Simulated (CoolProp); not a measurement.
Properties of propylene along the isotherm 19.75 °C.

Computed with CoolProp (reference Helmholtz-energy equation of state, Lemmon 2013).

```
p (MPa)   phase        Z  cp (kJ/(kg K))  isothermal compressibility (1/MPa)  conductivity (mW/(m K))  Prandtl number  fugacity coefficient
-------  ------  -------  --------------  ----------------------------------  -----------------------  --------------  --------------------
0.163       gas   0.9753           1.548                               6.294                     16.6           0.782                0.9759
0.325       gas   0.9495           1.590                               3.249                     16.7           0.799                0.9519
0.488       gas   0.9223           1.640                               2.236                     16.8           0.820                     ?
0.651       gas   0.8933           1.700                               1.742                     17.0           0.844                0.9037
0.813       gas   0.8624           1.774                               1.459                     17.3           0.873                0.8797
0.976       gas   0.8288           1.872                               1.285                        ?           0.910                0.8553
1.14     liquid  0.03820           2.608                            0.005988                      114            2.29                0.7568
1.3      liquid  0.04353           2.603                            0.005925                      114            2.29                0.6672
1.46     liquid  0.04884               ?                            0.005864                      114            2.29                     ?
1.63     liquid  0.05447           2.593                            0.005800                      115            2.29                0.5381
1.79     liquid  0.05976           2.589                            0.005741                      115            2.28                0.4926
1.95     liquid  0.06504           2.584                            0.005684                      115            2.28                     ?
2.11     liquid  0.07032           2.580                            0.005628                      115            2.28                0.4224
2.28     liquid  0.07591           2.575                            0.005570                      115            2.28                0.3931
```

Problem. What belongs in the gaps?

Solution. 
- 0.488, fugacity coefficient: 0.9278
- 0.976, conductivity (mW/(m K)): 17.7
- 1.46, cp (kJ/(kg K)): 2.598
- 1.46, fugacity coefficient: 0.5973
- 1.95, fugacity coefficient: 0.4546

Viscosity comes from a separate model (Huber 2003), an estimate that may be off by 10 % or more. Thermal conductivity comes from a separate model (Huber 2003), an estimate that may be off by 10 % or more.
